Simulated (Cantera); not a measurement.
A Cantera script and what it prints.

```python
import numpy as np
import cantera as ct

gas_names = """
    AL ALH ALO ALOH ALO2 ALO2H AL2 AL2O AL2O2 H HALO HO2 H2 H2O H2O2 O OH O2 O3 Si SiH SiH2 SiH3 SiH4
    SiO SiO2 Si2 Si3
""".split()
cond_names = """
    AL(cr) AL(L) AL2O3(a) AL2O3(L) AL2SiO5(an) AL6Si2O13(s) H2O(s) H2O(L) Si(cr) Si(L) SiO2(Lqz)
    SiO2(hqz) SiO2(L)
""".split()


def load(file, names, dense=False):
    # The tables refer to 1 bar. Condensed volumes are neglected.
    table = {s.name: s for s in ct.Species.list_from_file(file)}
    out = []
    for n in names:
        d = dict(table[n].input_data)
        d["thermo"] = dict(d["thermo"], **{"reference-pressure": 1e5})
        if dense:
            d["equation-of-state"] = {"model": "constant-volume", "density": "1e6 g/cm^3"}
        out.append(ct.Species.from_dict(d))
    return out


gas = ct.Solution(thermo="ideal-gas", species=load("nasa_gas.yaml", gas_names))
cond = {s.name: ct.Solution(thermo="fixed-stoichiometry", species=[s], name=s.name)
        for s in load("nasa_condensed.yaml", cond_names, dense=True)}
atoms = {
    'SiO2': {'Si': 1, 'O': 2},
    'Al2O3': {'AL': 2, 'O': 3},
    'H2': {'H': 2},
}
top_T = {'AL2SiO5(an)': 2000, 'AL6Si2O13(s)': 2100}  # K; cautious upper limits of use, not melting points


def equilibrate(T, P, feed):
    n = {}
    for name, mol in feed.items():
        for a, k in atoms[name].items():
            n[a] = n.get(a, 0.0) + k * mol
    gas.TPX = T, P, n
    mass = sum(n.values()) * gas.mean_molecular_weight
    gas.equilibrate("TP")
    valid = [c for c in cond.values() if c.min_temp <= T <= top_T.get(c.name, c.max_temp)]
    mix = ct.Mixture([(gas, mass / gas.mean_molecular_weight)] + [(c, 0.0) for c in valid])
    mix.T, mix.P = T, P
    mix.equilibrate("TP", solver="vcs", rtol=1e-11, max_steps=5000)
    return mix


results = []
feed = {'SiO2': 1, 'Al2O3': 0.28, 'H2': 15}  # mol
P = 39000  # Pa
for T in [1325, 1400, 1475, 1550, 1625, 1700, 1775, 1850, 1925, 2000]:
    mix = equilibrate(T, P, feed)
    results.append((T, P, feed, dict(zip(mix.species_names, mix.species_moles))))

top = {s: max(r[3][s] / sum(r[3][g] for g in gas_names) for r in results) for s in gas_names}
cols = sorted((s for s in top if top[s] > 1e-05), key=lambda s: -top[s])[:5]
seen = [c for c in cond_names if any(r[3].get(c, 0) > 1e-12 for r in results)]
print("log10 of partial pressures in bar; condensed amounts in mol")
print(f"{'T/K':>10s}" + "".join(f"{s[:9]:>10s}" for s in cols + seen))
for T, P, feed, n in results:
    ng = sum(n[g] for g in gas_names)
    print(f"{T:10.4g}" + "".join(f"{np.log10(max(n[s] / ng * P / 1e5, 1e-99)):10.3f}" for s in cols)
          + "".join(f"{n.get(c, 0):10.4g}" for c in seen))
```

Output:

```
log10 of partial pressures in bar; condensed amounts in mol
       T/K        H2       SiO       H2O         H AL6Si2O13 SiO2(hqz)   SiO2(L)
      1325    -0.409    -5.837    -5.836    -5.991   0.09333    0.8133         0
      1400    -0.409    -5.262    -5.262    -5.517   0.09333    0.8131         0
      1475    -0.409    -4.747    -4.747    -5.092   0.09333    0.8126         0
      1550    -0.409    -4.284    -4.284    -4.706   0.09333    0.8113         0
      1625    -0.409    -3.865    -3.865    -4.356   0.09333    0.8081         0
      1700    -0.410    -3.484    -3.484    -4.037   0.09333         0    0.8007
      1775    -0.411    -3.142    -3.142    -3.744   0.09333         0    0.7856
      1850    -0.413    -2.830    -2.830    -3.475   0.09333         0    0.7562
      1925    -0.416    -2.544    -2.544    -3.228   0.09333         0    0.7025
      2000    -0.422    -2.282    -2.282    -3.000   0.09333         0    0.6095
```

Cantera equilibrium calculation (NASA polynomials, part measured and part estimated; ideal gas, pure solids and liquids). Mutual solubility and eutectic melting of coexisting phases are not modelled. The tables hold silica as quartz up to 1696 K and as liquid above; real silica turns to tridymite and cristobalite and melts near 1996 K. Condensed phases not in the tables: alloys, solid solutions and most ternary compounds.
